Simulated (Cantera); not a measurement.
Feed: 1 mol CH₃SiCl₃, 0.61 mol CH₄, 41 mol H₂, held at 1275 °C and 0.0450 bar.

Equilibrium computed with Cantera from the NASA thermochemical tables; the gas is ideal and each condensed phase is pure. Candidate condensed phases: C, C₆H₆, C₇H₈, C₈H₁₈, Si, SiC; 109 gas species. The feed counts by its element totals alone. Kinetics and transport are ignored.

Base state: H₂ 0.934, HCl 0.0660, H 0.000140, SiCl₂ 0.000136, CH₄ 8.04e-5, C₂H₂ (acetylene) 1.47e-5 (mole fractions); condensed: C(graphite) + SiC(s).

**Question.** What changes in the equilibrium state with this change: temperature from 1275 °C to 2202 °C?

**Answer.** 
```csv
species,before,after
H₂,0.934,0.817
H,0.000140,0.0959
HCl,0.0660,0.0549
Si,6.19e-9,0.0128
SiC₂,<1e-9,0.00309
Si₂C,<1e-9,0.00112
SiH,3.36e-9,0.000675
C₂H,<1e-9,6.35e-5
Si₂,<1e-9,4.83e-5
"C(graphite), mol",0.611,0.469
"SiC(s), mol",0.994,0
```
The tables' values for SiCl are old estimates; treat these amounts as uncertain. Gases not in the tables: Si₂H₆ and higher silanes.
